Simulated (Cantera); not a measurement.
Charge: 1 mol SiC, 0.012 mol C, 1 mol H2, held at 0.0133 bar.

Method: chemical equilibrium by Gibbs-energy minimisation in Cantera with the NASA 1993 tables (ideal gas, pure condensed phases). Candidate condensed phases: C, C6H6, C7H8, C8H18, Si, SiC; 87 gas species. Gases not in the tables: Si2H6 and higher silanes. Equilibrium is a limit: real reactors are often held back by kinetics, nucleation or transport.

Which condensed phases are stable at each of these points (T (°C)): 2425, 2475, 2525, 2575, 2625, 2675, 2725?


| T (°C) | condensed phases | Si condensed (%) |
|---|---|---|
| 2425 | C(graphite) | 0.0 |
| 2475 | C(graphite) | 0.0 |
| 2525 | C(graphite) | 0.0 |
| 2575 | C(graphite) | 0.0 |
| 2625 | C(graphite) | 0.0 |
| 2675 | gas only | 0.0 |
| 2725 | gas only | 0.0 |

From 2425 °C to 2625 °C the condensed part is C(graphite). From 2675 °C to 2725 °C nothing is condensed.
